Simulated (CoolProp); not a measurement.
Vapour-liquid equilibrium of n-hexane (1) + n-decane (2) at 406.1 K; x and y are mole fractions of (1).

Computed with CoolProp (multi-fluid Helmholtz-energy mixture model, Thol 2019 and Lemmon 2006; pair parameters Kunz 2012).

| x | bubble pressure (MPa) | y at the bubble point | dew pressure at overall composition x (MPa) | liquid density (mol/L) |
|---|---|---|---|---|
| 0.05 | 0.05187 | 0.419 | 0.03274 | 4.568 |
| 0.15 | 0.09463 | 0.707 | 0.03638 | 4.712 |
| 0.25 | 0.1393 | 0.819 | 0.04093 | 4.865 |
| 0.35 | 0.1859 | 0.879 | 0.04676 | 5.028 |
| 0.45 | 0.2344 | 0.916 | 0.05451 | 5.199 |
| 0.55 | 0.2848 | 0.942 | 0.06533 | 5.381 |
| 0.65 | 0.3368 | 0.960 | 0.08145 | 5.572 |
| 0.75 | 0.3905 | 0.975 | 0.1081 | 5.772 |
| 0.85 | 0.4457 | 0.986 | 0.1602 | 5.980 |
| 0.95 | 0.5028 | 0.996 | 0.3059 | 6.192 |

No azeotrope shows between x = 0.05 and 0.95.

The pair parameters rest on a limited set of measurements; away from them the model extrapolates.
